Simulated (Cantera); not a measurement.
Feed: 1 mol CHF₃, 0.085 mol HCl, at 3075 °C and 100000 Pa.

Equilibrium computed with Cantera from the NASA thermochemical tables; the gas is ideal and each condensed phase is pure. Candidate condensed phases: C, C₆H₆, C₇H₈, C₈H₁₈; 118 gas species. Gases not in the tables: C₂F₆ and larger saturated fluorocarbons. Kinetics and transport are ignored.

Task: What is the equilibrium state?

Result: 
```
Property            Value
--------------  ---------
x(HF)               0.397
x(F)                0.336
x(CF₂)              0.146
x(CF)              0.0738
x(Cl)              0.0307
x(C₃)             0.00853
x(H)              0.00219
x(CF₃)            0.00161
x(C)             0.000981
n(C(graphite))  0.313 mol
gas amount      2.712 mol
```
